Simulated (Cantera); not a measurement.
**Ammonia decomposition in nitride growth gas**

An isothermal, constant-pressure homogeneous reactor starts with 74.1 % NH3, 25.9 % N2, at 2323 K and 20.0 Torr.

Cantera simulation using the gas-phase N/H chemistry of the illustrative SiF4/NH3 mechanism in the Surface Chemkin manual (1991); the numbers are that mechanism's predictions, not measurements. Walls and surfaces, which speed up NH3 decomposition in real reactors, are not modelled.

```csv
t (s),x NH3,x N,x N2H2,x H2,x N2H4,x H,x N2
1.00e-5,0.741,2.27e-12,1.01e-9,3.75e-5,7.57e-12,5.38e-6,0.259
3.16e-5,0.740,1.00e-10,2.16e-8,0.000130,8.94e-11,5.40e-6,0.259
0.000100,0.740,4.10e-9,3.30e-7,0.000427,9.29e-10,5.62e-6,0.259
0.000316,0.737,7.34e-8,4.57e-6,0.00153,8.61e-9,8.72e-6,0.259
0.00100,0.726,5.09e-7,2.43e-5,0.00866,3.72e-8,3.42e-5,0.259
0.00316,0.689,1.99e-6,2.68e-5,0.0410,3.48e-8,0.000111,0.265
0.0100,0.585,5.12e-6,2.05e-5,0.131,2.18e-8,0.000300,0.279
0.0316,0.367,8.35e-6,1.07e-5,0.320,9.61e-9,0.000752,0.310
0.100,0.110,9.82e-6,2.47e-6,0.541,1.71e-9,0.00177,0.346
0.316,0.00318,1.11e-5,5.80e-8,0.630,1.50e-11,0.00668,0.360
1.00,9.67e-7,9.09e-7,<1e-12,0.605,<1e-12,0.0412,0.354
```
x: mole fraction; the columns are a selection and need not sum to one.

Equilibrium at this temperature and pressure: NH3 9.26e-8, N 1.81e-7, N2H2 <1e-12, H2 0.596, N2H4 <1e-12, H 0.0518, N2 0.352 (gas phase only).
